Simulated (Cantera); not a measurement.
Input: 1 mol CF4, 0.26 mol F2, equilibrated at 64.0 mbar.

Method: chemical equilibrium by Gibbs-energy minimisation in Cantera with the NASA 1993 tables (ideal gas, pure condensed phases). Candidate condensed phases: C; 13 gas species. Gases not in the tables: C2F6 and larger saturated fluorocarbons. Equilibrium is a limit: real reactors are often held back by kinetics, nucleation or transport. All values below are at 1650 K.

Base state: CF4 0.658, F 0.342, F2 0.000297 (mole fractions); condensed: gas only.

Question: What changes in the equilibrium state with this change: F2 from 0.26 to 0.095 mol?

Answer: 
| species | before | after |
|---|---|---|
| CF4 | 0.658 | 0.840 |
| F | 0.342 | 0.160 |
| F2 | 0.000297 | 6.47e-5 |

Question: What changes in the equilibrium state with this change: F2 from 0.26 to 0.084 mol?

Answer: 
```
species    before    after
-------  --------  -------
CF4         0.658    0.856
F           0.342    0.144
F2       0.000297  5.26e-5
```
